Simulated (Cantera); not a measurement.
A closed system holds: 1 mol Si₂H₆, 0.15 mol CO₂, 1.5 mol H₂, 0.99 mol H₂O, 0.0078 mol O₂, held at 0.00133 bar.

These are equilibrium values from Cantera (NASA tables, ideal gas, pure condensed phases), not measurements of a reactor. Candidate condensed phases: C, C₆H₆, C₇H₈, C₈H₁₈, H₂O, Si, SiC, SiO₂; 123 gas species. The feed counts by its element totals alone. Mutual solubility and eutectic melting of coexisting phases are not modelled. Gases not in the tables: Si₂H₆ and higher silanes. The numbers say what is thermodynamically allowed, not how fast it happens.

**Question.** Which condensed phases are stable at each of these points (T (K)): 1748, 1773, 1798, 1823, 1848, 1873, 1898, 1923, 1948, 1973, 1998, 2023?

**Answer.** 
```csv
T (K),condensed phases,Si condensed (%)
1748,Si(l) + SiC(s),38.8
1773,Si(l) + SiC(s),39.4
1798,Si(l) + SiC(s),40.0
1823,Si(l) + SiC(s),40.5
1848,Si(l),40.4
1873,Si(l),39.7
1898,Si(l),38.7
1923,Si(l),37.4
1948,Si(l),35.6
1973,Si(l),33.1
1998,Si(l),29.8
2023,Si(l),25.4
```

From 1748 K to 1823 K the condensed part is Si(l) + SiC(s). From 1848 K to 2023 K the condensed part is Si(l).
